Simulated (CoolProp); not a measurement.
Saturated liquid density (kg/m³) of R11: the reference equation beside estimates from Tc = 471.1 K, pc = 4.408 MPa, ω = 0.189. Rackett uses Z = 0.29056 − 0.08775 ω.

Values from CoolProp's reference Helmholtz-energy equation of state, Jacobsen 1992.

| T (K) | reference | Rackett | van der Waals | Redlich-Kwong | Soave-Redlich-Kwong | Peng-Robinson |
|---|---|---|---|---|---|---|
| 228.2 | 1632 | 1647 | 1022 | 1519 | 1536 | 1727 |
| 234.8 | 1618 | 1633 | 1014 | 1506 | 1524 | 1715 |
| 241.5 | 1604 | 1619 | 1006 | (withheld) | 1512 | 1702 |
| 248.1 | 1590 | 1605 | (withheld) | 1479 | 1500 | 1689 |
| 254.8 | 1575 | 1590 | (withheld) | 1465 | 1487 | 1676 |
| 261.5 | 1560 | 1576 | 981.1 | 1451 | 1474 | 1662 |
| 268.1 | 1545 | 1561 | 972.4 | 1436 | 1461 | 1648 |
| 274.8 | 1530 | 1546 | 963.5 | 1421 | 1447 | 1633 |
| 281.5 | 1515 | 1531 | 954.4 | (withheld) | 1433 | 1618 |
| 288.1 | 1500 | 1515 | 945.3 | 1390 | 1418 | 1602 |
| 294.8 | 1484 | 1500 | 935.7 | 1373 | 1403 | 1585 |
| 301.4 | 1469 | 1484 | 926.2 | 1356 | 1388 | 1569 |
| 308.1 | 1452 | 1467 | 916.2 | 1339 | 1371 | 1551 |
| 314.8 | 1436 | 1451 | 906.0 | 1321 | 1355 | 1533 |

Problem. Complete the blanks.

Solution. 
- 241.5, Redlich-Kwong: 1493
- 248.1, van der Waals: 998.0
- 254.8, van der Waals: 989.6
- 281.5, Redlich-Kwong: 1405

Absolute difference from the reference over all 14 rows, mean and median: Rackett 1.0 and 1.0 %, van der Waals 37.1 and 37.0 %, Redlich-Kwong 7.2 and 7.1 %, Soave-Redlich-Kwong 5.6 and 5.5 %, Peng-Robinson 6.5 and 6.7 %.
